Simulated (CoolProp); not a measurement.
A simple Rankine cycle with dimethyl ether: condensing at 317.15 K, boiler at 3.09 MPa, turbine inlet 371.8 K, turbine efficiency 0.6, pump efficiency 0.6, no recuperator. Each further row changes one setting.

Model: reference Helmholtz-energy equation of state, Wu 2011, in CoolProp.

```tsv
case	thermal efficiency (%)	net work (kJ/kg)	heat in (kJ/kg)	turbine exit temperature (K)	volume ratio over the turbine
as stated	[?]	25.2	398	318.8	3.53
turbine inlet 391.8 K	6.7	[?]	451	345.0	3.34
condensing temperature 309.15 K	[?]	30.5	418	311.5	4.36
boiler pressure 2.16 MPa	4.9	21.5	436	341.5	2.26
turbine efficiency 0.5	5.0	20.1	398	[?]	[?]
```

**Question.** Some entries are withheld; supply them.

**Answer.** 
- as stated, thermal efficiency (%): 6.3
- turbine inlet 391.8 K, net work (kJ/kg): 30.2
- condensing temperature 309.15 K, thermal efficiency (%): 7.3
- turbine efficiency 0.5, turbine exit temperature (K): 321.5
- turbine efficiency 0.5, volume ratio over the turbine: 3.58
